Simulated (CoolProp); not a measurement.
Vapour pressure (bar) of R245ca: the reference equation beside estimates from Tc = 174.4 °C, pc = 39.41 bar, ω = 0.355.

Values from CoolProp's reference Helmholtz-energy equation of state, Zhou 2016.

| T (°C) | reference | Lee-Kesler | Soave-Redlich-Kwong |
|---|---|---|---|
| 79.85 | 5.690 | 5.722 | [?] |
| 82.45 | 6.084 | 6.119 | 6.145 |
| 85.15 | 6.515 | 6.553 | 6.585 |
| 87.75 | 6.951 | [?] | 7.031 |
| 90.45 | 7.427 | 7.471 | 7.517 |
| 93.05 | 7.907 | 7.955 | 8.009 |
| 95.75 | 8.431 | [?] | [?] |
| 98.35 | 8.960 | 9.013 | 9.087 |
| 101.05 | 9.535 | 9.590 | 9.676 |
| 103.65 | 10.11 | 10.17 | 10.27 |
| 106.25 | 10.72 | 10.78 | 10.89 |
| 108.95 | 11.38 | 11.44 | 11.56 |

Task: Complete the blanks.

Result: 
- 79.85, Soave-Redlich-Kwong: 5.743
- 87.75, Lee-Kesler: 6.992
- 95.75, Lee-Kesler: 8.481
- 95.75, Soave-Redlich-Kwong: 8.545

Absolute difference from the reference over all 12 rows, mean and median: Lee-Kesler 0.6 and 0.6 %, Soave-Redlich-Kwong 1.3 and 1.3 %.
